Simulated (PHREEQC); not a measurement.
**Acid rinse or clean (model solution)**

Consider water at 50 °C with 0.024 mol/kgw H2SO4, 0.029 mol/kgw FeCl3 and 0.004 mol/kgw MnSO4. Closed to the air; pH follows from the charge balance.

All values are PHREEQC results (ion-association model, phreeqc.dat), not measurements.

- pH: 1.50
- ionic strength: 0.122 mol/kgw
- total alkalinity: -106 meq/kg

| species | molality | activity | log γ |
|---|---|---|---|
| Cl- | 0.0796 | 0.0591 | -0.129 |
| H+ | 0.0394 | 0.0319 | -0.091 |
| FeSO4+ | 0.0137 | 0.0104 | -0.118 |
| HSO4- | 0.00742 | 0.00564 | -0.119 |
| FeCl+2 | 0.00627 | 0.00211 | -0.473 |
| Fe+3 | 0.00378 | 0.000569 | -0.822 |
| Mn+2 | 0.00329 | 0.00119 | -0.441 |
| SO4-2 | 0.00301 | 0.00100 | -0.478 |
| FeHSO4+2 | 0.00290 | 0.000969 | -0.476 |
| FeOH+2 | 0.00133 | 0.000447 | -0.473 |

This is a speciation only: nothing precipitates in the calculation. The solution is supersaturated, for example in Hematite (slow to form), Goethite (slow to form), so a real one may precipitate; this is no full list. At this temperature some constants are extrapolated from 25 °C, and those without enthalpy data are left unchanged.
